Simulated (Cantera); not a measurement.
Input: 1 mol LiOH, 0.35 mol H2O, at 133 Pa.

Method: chemical equilibrium by Gibbs-energy minimisation in Cantera with the NASA 1993 tables (ideal gas, pure condensed phases). Candidate condensed phases: H2O, Li, LiH, LiOH, Li2O; 17 gas species. Kinetics and transport are ignored. All values below are at 1325 K.

Base state: H2O 0.879, LiOH 0.120, Li2(OH)2 0.000329, H2 0.000278, O2 0.000135, OH 3.44e-5, Li2O 2.07e-5, Li 1.56e-5 (mole fractions); condensed: Li2O(s).

Task: What changes in the equilibrium state with this change: pressure from 133 Pa to 120000 Pa?

Result: 
| species | before | after |
|---|---|---|
| H2O | 0.879 | 0.996 |
| LiOH | 0.120 | 0.00379 |
| Li2(OH)2 | 0.000329 | 0.000296 |
| H2 | 0.000278 | 3.16e-5 |
| Li | 1.56e-5 | 4.89e-9 |
| Li2O | 2.07e-5 | 1.83e-8 |
| Li2O(s), mol | 0.446 | 0 |
| LiOH(l), mol | 0 | 0.998 |
